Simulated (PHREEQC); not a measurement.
Make-up at 20 °C: 23 mmol/kgw Cu(NO3)2, 0.21 mmol/kgw H2SO4 and 0.066 mmol/kgw Na2SO4. Closed to the air; pH follows from the charge balance.

Computed with PHREEQC (ion-association model, wateq4f.dat).

Precipitation was switched off in this run.

### Question
Order these S species by the share of S that they hold, largest first: CuSO4, HSO4-, SO4-2.

### Answer
SO4-2 (54 %), CuSO4 (45 %), HSO4- (0.87 %)

The pH is 3.45 and the ionic strength 0.0693 mol/kgw.
